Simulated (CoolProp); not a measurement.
Vapour-liquid equilibrium of toluene (1) + n-octane (2) at 466.7 K; x and y are mole fractions of (1).

Model: multi-fluid Helmholtz-energy mixture model, Lemmon 2006 and Beckmüller 2019; pair parameters Bell 2016, in CoolProp.

Problem. Give the bubble pressure and the first vapour's composition at x = 0.275, 0.5, 0.875. Is there an azeotrope?

Solution. x = 0.275: 5.611 bar, y = 0.347; x = 0.5: 6.081 bar, y = 0.566; x = 0.875: 6.591 bar, y = 0.888. No azeotrope shows between x = 0.05 and 0.95.

Pair parameters are fitted to limited data, so mixtures are less certain than the pure fluids.
